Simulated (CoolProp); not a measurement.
Propylene along the isotherm 575 K: density (kg/m³) from the reference equation and from simpler models built on Tc = 364.2 K, pc = 4.555 MPa, ω = 0.146; each cubic takes its own stable root.

Model: reference Helmholtz-energy equation of state, Lemmon 2013, in CoolProp.

```tsv
p (MPa)	phase	reference	ideal gas	van der Waals	Redlich-Kwong	Peng-Robinson
0.683	gas	6.076	6.012	6.094	6.086	6.086
1.37	gas	12.32	12.06	12.40	12.36	12.36
2.05	gas	18.62	18.04	18.81	18.71	18.70
2.73	gas	25.05	24.03	25.41	25.22	25.19
3.42	gas	31.69	30.10	32.31	31.97	31.91
4.1	gas	38.36	36.09	39.30	38.77	38.65
4.78	supercritical	45.15	42.07	46.50	45.72	45.52
5.47	supercritical	52.15	48.15	54.01	52.90	52.59
6.15	supercritical	59.15	54.13	61.62	60.11	59.66
6.83	supercritical	66.24	60.12	69.44	67.43	66.82
```
